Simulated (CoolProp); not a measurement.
Vapour-liquid equilibrium of CH2F2 (R32) (1) + R227EA (2) at 6.09 bar; x and y are mole fractions of (1).

Model: multi-fluid Helmholtz-energy mixture model, Tillner-Roth 1997 and Lemmon 2016; pair parameters Bell 2016, in CoolProp.

Q: Give the bubble temperature and the first vapour's composition at x = 0.05, 0.2, 0.65. Is there an azeotrope?

A: x = 0.05: 30.6 °C, y = 0.141; x = 0.2: 19.1 °C, y = 0.463; x = 0.65: -1.0 °C, y = 0.857. No azeotrope shows between x = 0.05 and 0.95.

The pair parameters rest on a limited set of measurements; away from them the model extrapolates.
